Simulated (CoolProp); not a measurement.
Vapour-liquid equilibrium of toluene (1) + ethylbenzene (2) at 1.86 bar; x and y are mole fractions of (1).

Values from CoolProp's multi-fluid Helmholtz-energy mixture model, Lemmon 2006 and Zhou 2012; pair parameters Bell 2016.

Question: Give the bubble temperature and the first vapour's composition at x = 0.05, 0.125, 0.875. Is there an azeotrope?

Answer: x = 0.05: 158.5 °C, y = 0.087; x = 0.125: 156.0 °C, y = 0.203; x = 0.875: 136.3 °C, y = 0.932. No azeotrope shows between x = 0.05 and 0.95.

The pair parameters rest on a limited set of measurements; away from them the model extrapolates.
